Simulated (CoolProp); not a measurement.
Normal hydrogen along the isotherm 35.5 K: Z from the reference equation and from simpler models built on Tc = 33.1 K, pc = 1.296 MPa, ω = -0.219; each cubic takes its own stable root.

Computed with CoolProp (reference Helmholtz-energy equation of state, Leachman 2009).

| p (MPa) | phase | reference |
|---|---|---|
| 0.463 | gas | 0.8960 |
| 0.926 | gas | 0.7709 |
| 1.39 | supercritical | 0.5980 |
| 1.85 | supercritical | 0.3474 |
| 2.31 | supercritical | 0.3403 |
| 2.78 | supercritical | 0.3757 |
| 3.24 | supercritical | 0.4161 |
| 3.7 | supercritical | 0.4578 |
| 4.17 | supercritical | 0.5008 |
| 4.63 | supercritical | 0.5427 |
| 5.09 | supercritical | 0.5844 |
| 5.56 | supercritical | 0.6267 |
| 6.02 | supercritical | 0.6677 |
| 6.48 | supercritical | 0.7083 |

Problem. How far does each simpler model (van der Waals, Redlich-Kwong, Soave-Redlich-Kwong, Peng-Robinson) lie from the reference over these 14 states: mean and median of the absolute difference, and the worst?

Solution. 
- van der Waals: mean 18.7 %, median 24.1 %, worst +24.2 % at 35.5 K and 3.24 MPa
- Redlich-Kwong: mean 4.8 %, median 2.6 %, worst +20.5 % at 35.5 K and 1.85 MPa
- Soave-Redlich-Kwong: mean 2.2 %, median 1.4 %, worst +6.3 % at 35.5 K and 2.31 MPa
- Peng-Robinson: mean 7.3 %, median 7.8 %, worst -11.2 % at 35.5 K and 6.48 MPa
